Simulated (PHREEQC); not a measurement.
0.31 g of hydrous ferric oxide (600 m²/g; 0.2 weak and 0.005 strong sites per Fe, Dzombak-Morel constants, diffuse double layer) in 1 kg of water with 0.005 mol/kgw of an inert sodium salt and 0.54 mmol/kgw Na2HAsO4, at 25 °C; the pH is set by adding NaOH or the inert anion's acid. Oxygen is held at 0.21 atm. CO2 from the air is kept out. Precipitation was switched off in this run.

The numbers come from PHREEQC with the ion-association model, wateq4f.dat.

Task: Predict As sorbed (%) at pH = 4, 4.38, 8.5.

Result: 
| pH | As sorbed (%) |
|---|---|
| 4 | 99.9 |
| 4.38 | 99.7 |
| 8.5 | 47.7 |
